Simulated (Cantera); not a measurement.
An adiabatic, constant-pressure homogeneous reactor starts with C3H8 : O2 : N2 : CO2 = 1 : 6.85 : 25.8 : 1.7 (molar parts), equivalence ratio 0.73, at 1750 K and 1.00 bar. Integrator tolerance rtol = 1e-08.

Detailed kinetics in Cantera: GRI-Mech 3.0 (53 species, 325 reactions). GRI-Mech 3.0 was tuned for natural gas; its chemistry of propane as a main component is partial and can be far from experiment.

Question: What does this change do: initial temperature 1750 to 1198 K?

Answer: 
```
quantity                                                            before                                    after
---------------------------------  ---------------------------------------  ---------------------------------------
time of steepest temperature rise                                  16.0 µs                                  6.63 ms
temperature at 3.00 s                                               2674 K                                   2425 K
equilibrium temperature                                             2674 K                                   2425 K
x(C3H8) at 3.00 s                    <1e-12 (gas-phase equilibrium <1e-12)    <1e-12 (gas-phase equilibrium <1e-12)
x(O2) at 3.00 s                      0.0547 (gas-phase equilibrium 0.0547)    0.0500 (gas-phase equilibrium 0.0500)
x(CO2) at 3.00 s                     0.0912 (gas-phase equilibrium 0.0912)      0.115 (gas-phase equilibrium 0.115)
x(CO) at 3.00 s                      0.0342 (gas-phase equilibrium 0.0342)    0.0126 (gas-phase equilibrium 0.0126)
x(HO2) at 3.00 s                   7.61e-6 (gas-phase equilibrium 7.61e-6)  4.03e-6 (gas-phase equilibrium 4.03e-6)
x(O) at 3.00 s                     0.00761 (gas-phase equilibrium 0.00761)  0.00222 (gas-phase equilibrium 0.00222)
```

Question: What does this change do: constant volume in place of constant pressure?

Answer: 
```csv
quantity,before,after
time of steepest temperature rise,16.0 µs,14.6 µs
temperature at 3.00 s,2674 K,2805 K
equilibrium temperature,2674 K,2805 K
x(C3H8) at 3.00 s,<1e-12 (gas-phase equilibrium <1e-12),<1e-12 (gas-phase equilibrium <1e-12)
x(O2) at 3.00 s,0.0547 (gas-phase equilibrium 0.0547),0.0555 (gas-phase equilibrium 0.0555)
x(CO2) at 3.00 s,0.0912 (gas-phase equilibrium 0.0912),0.0827 (gas-phase equilibrium 0.0827)
x(CO) at 3.00 s,0.0342 (gas-phase equilibrium 0.0342),0.0417 (gas-phase equilibrium 0.0417)
x(HO2) at 3.00 s,7.61e-6 (gas-phase equilibrium 7.61e-6),1.14e-5 (gas-phase equilibrium 1.14e-5)
x(O) at 3.00 s,0.00761 (gas-phase equilibrium 0.00761),0.0100 (gas-phase equilibrium 0.0100)
```

Question: What does this change do: initial temperature 1750 to 1573 K?

Answer: 
| quantity | before | after |
|---|---|---|
| time of steepest temperature rise | 16.0 µs | 44.4 µs |
| temperature at 3.00 s | 2674 K | 2602 K |
| equilibrium temperature | 2674 K | 2602 K |
| x(C3H8) at 3.00 s | <1e-12 (gas-phase equilibrium <1e-12) | <1e-12 (gas-phase equilibrium <1e-12) |
| x(O2) at 3.00 s | 0.0547 (gas-phase equilibrium 0.0547) | 0.0532 (gas-phase equilibrium 0.0532) |
| x(CO2) at 3.00 s | 0.0912 (gas-phase equilibrium 0.0912) | 0.0994 (gas-phase equilibrium 0.0994) |
| x(CO) at 3.00 s | 0.0342 (gas-phase equilibrium 0.0342) | 0.0268 (gas-phase equilibrium 0.0268) |
| x(HO2) at 3.00 s | 7.61e-6 (gas-phase equilibrium 7.61e-6) | 6.42e-6 (gas-phase equilibrium 6.42e-6) |
| x(O) at 3.00 s | 0.00761 (gas-phase equilibrium 0.00761) | 0.00545 (gas-phase equilibrium 0.00545) |
